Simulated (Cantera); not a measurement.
Gas mixture: NO : H2O = 0.76 : 0.81 (molar parts), at 13300 Pa, frozen composition.

Cantera's kinetic-theory transport with the Lennard-Jones parameters of GRI-Mech 3.0, ideal gas; thermal conductivity in the mixture-averaged form. Polar gases are described roughly by these parameters. The composition is frozen, though it would react at the higher temperatures.

D: mixture-averaged diffusion coefficient of that species in the mixture.

```json
[
 {"T (K)": "400", "ρ (kg/m³)": "0.0955", "cp (J/kg/K)": "1351", "μ (µPa s)": "18.5", "λ (mW/m/K)": "…", "Pr": "0.721", "D (cm²/s) H": "16.3", "D (cm²/s) H2O": "2.97", "D (cm²/s) N2": "2.78"},
 {"T (K)": "550", "ρ (kg/m³)": "0.0694", "cp (J/kg/K)": "1401", "μ (µPa s)": "24.4", "λ (mW/m/K)": "…", "Pr": "0.714", "D (cm²/s) H": "29.0", "D (cm²/s) H2O": "5.39", "D (cm²/s) N2": "4.91"},
 {"T (K)": "700", "ρ (kg/m³)": "0.0546", "cp (J/kg/K)": "1463", "μ (µPa s)": "29.9", "λ (mW/m/K)": "…", "Pr": "0.710", "D (cm²/s) H": "44.4", "D (cm²/s) H2O": "8.34", "D (cm²/s) N2": "7.48"},
 {"T (K)": "850", "ρ (kg/m³)": "0.0449", "cp (J/kg/K)": "1525", "μ (µPa s)": "35.1", "λ (mW/m/K)": "…", "Pr": "0.706", "D (cm²/s) H": "62.2", "D (cm²/s) H2O": "11.8", "D (cm²/s) N2": "10.4"},
 {"T (K)": "1000", "ρ (kg/m³)": "0.0382", "cp (J/kg/K)": "1585", "μ (µPa s)": "40.1", "λ (mW/m/K)": "…", "Pr": "0.704", "D (cm²/s) H": "82.2", "D (cm²/s) H2O": "15.6", "D (cm²/s) N2": "13.8"},
 {"T (K)": "1150", "ρ (kg/m³)": "0.0332", "cp (J/kg/K)": "1640", "μ (µPa s)": "44.8", "λ (mW/m/K)": "…", "Pr": "0.702", "D (cm²/s) H": "104", "D (cm²/s) H2O": "19.9", "D (cm²/s) N2": "17.5"},
 {"T (K)": "1300", "ρ (kg/m³)": "0.0294", "cp (J/kg/K)": "1690", "μ (µPa s)": "49.3", "λ (mW/m/K)": "…", "Pr": "0.701", "D (cm²/s) H": "128", "D (cm²/s) H2O": "24.5", "D (cm²/s) N2": "21.5"}
]
```

Q: Fill in the missing entries.

A: 
- 400, λ (mW/m/K): 34.7
- 550, λ (mW/m/K): 47.9
- 700, λ (mW/m/K): 61.7
- 850, λ (mW/m/K): 76.0
- 1000, λ (mW/m/K): 90.3
- 1150, λ (mW/m/K): 105
- 1300, λ (mW/m/K): 119
